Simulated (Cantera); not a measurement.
# Transport properties of process gases

Gas mixture: 52.4 % C2H4, 47.6 % H2, at 0.00610 bar, frozen composition.

Cantera's kinetic-theory transport with the Lennard-Jones parameters of GRI-Mech 3.0, ideal gas; thermal conductivity in the multicomponent form. The composition is frozen, though it would react at the higher temperatures.

```tsv
T (K)	ρ (kg/m³)	cp (J/kg/K)	μ (µPa s)	λ (mW/m/K)	Pr	D (cm²/s) CH3	D (cm²/s) CH4	D (cm²/s) H2
400	0.00287	2652	13.9	83.8	0.440	75.8	75.7	170
500	0.00230	2975	16.9	106	0.476	113	113	250
600	0.00191	3263	19.6	127	0.503	156	156	341
700	0.00164	3507	22.1	149	0.522	204	204	442
800	0.00144	3708	24.5	170	0.534	257	257	553
900	0.00128	3885	26.8	191	0.543	315	314	674
1000	0.00115	4066	28.9	213	0.553	376	376	804
1100	0.00104	4213	30.9	234	0.558	442	442	942
```
D: mixture-averaged diffusion coefficient of that species in the mixture.
